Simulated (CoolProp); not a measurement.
Vapour-liquid equilibrium of R125 (1) + R245fa (2) at -5.95 °C; x and y are mole fractions of (1).

Computed with CoolProp (multi-fluid Helmholtz-energy mixture model, Lemmon 2005 and Akasaka 2015; pair parameters Bell 2016).

| x | bubble pressure, mixture model (bar) | bubble pressure, Raoult's law (bar) | y, mixture model | y, Raoult's law |
|---|---|---|---|---|
| 0.05 | 0.6924 | 0.6597 | 0.438 | 0.419 |
| 0.2 | 1.500 | 1.429 | 0.770 | 0.774 |
| 0.35 | 2.249 | 2.198 | 0.868 | 0.881 |
| 0.5 | 2.974 | 2.967 | 0.918 | 0.932 |
| 0.65 | 3.699 | 3.736 | 0.950 | 0.962 |
| 0.8 | 4.448 | 4.505 | 0.974 | 0.982 |
| 0.95 | 5.247 | 5.275 | 0.994 | 0.996 |

The largest gap from Raoult's law is +5.0 % in bubble pressure, at x = 0.05. No azeotrope shows between x = 0.05 and 0.95.

The pair parameters rest on a limited set of measurements; away from them the model extrapolates. The gap from Raoult's law changes sign with composition, which may be real or a fault of the pair parameters; it wasn't checked against measurements.
